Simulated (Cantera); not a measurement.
## Sublimation and decomposition of ceramics: SiC + N2

Charge: 1 mol SiC, 1.6 mol N2, at 1700 K and 100000 Pa.

Equilibrium computed with Cantera from the NASA thermochemical tables; the gas is ideal and each condensed phase is pure. Candidate condensed phases: C, Si, SiC, Si3N4; 20 gas species. Equilibrium is a limit: real reactors are often held back by kinetics, nucleation or transport.

- x(N2): 1.00
- n(C(graphite)): 1.00 mol
- n(Si3N4(s)): 0.333 mol
- gas amount: 0.9333 mol
- log10 activity of Si(l) (absent): -1.87
